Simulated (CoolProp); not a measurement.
Ammonia along the isotherm 430 K: fugacity coefficient from the reference equation and from simpler models built on Tc = 405.6 K, pc = 11360 kPa, ω = 0.256; each cubic takes its own stable root.

Values from CoolProp's reference Helmholtz-energy equation of state, Gao 2020.

| p (kPa) | phase | reference |
|---|---|---|
| 11100 | gas | 0.7226 |
| 22200 | supercritical | 0.4811 |
| 33300 | supercritical | 0.3673 |
| 44400 | supercritical | 0.3111 |
| 55600 | supercritical | 0.2787 |
| 66700 | supercritical | 0.2591 |
| 77800 | supercritical | 0.2469 |
| 88900 | supercritical | 0.2395 |
| 100000 | supercritical | 0.2354 |

Q: How far does each simpler model (Redlich-Kwong, Soave-Redlich-Kwong, Peng-Robinson) lie from the reference over these 9 states: mean and median of the absolute difference, and the worst?

A: 
- Redlich-Kwong: mean 14.4 %, median 14.9 %, worst +26.9 % at 430 K and 100000 kPa
- Soave-Redlich-Kwong: mean 19.5 %, median 20.4 %, worst +33.6 % at 430 K and 100000 kPa
- Peng-Robinson: mean 8.5 %, median 9.1 %, worst +15.1 % at 430 K and 100000 kPa
